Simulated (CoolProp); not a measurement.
Values from CoolProp's reference Helmholtz-energy equation of state, Marx 1992.

### Question
For R113, give the phase and the Z, cp (kJ/(kg K)), isothermal compressibility (1/MPa), fugacity coefficient at 353.3 K and 438 kPa; 436.5 K and 438 kPa.

### Answer
- 353.3 K and 438 kPa: liquid; Z 0.0196, cp 0.977, isothermal compressibility 0.00347, fugacity coefficient 0.566
- 436.5 K and 438 kPa: gas; Z 0.934, cp 0.790, isothermal compressibility 2.45, fugacity coefficient 0.938
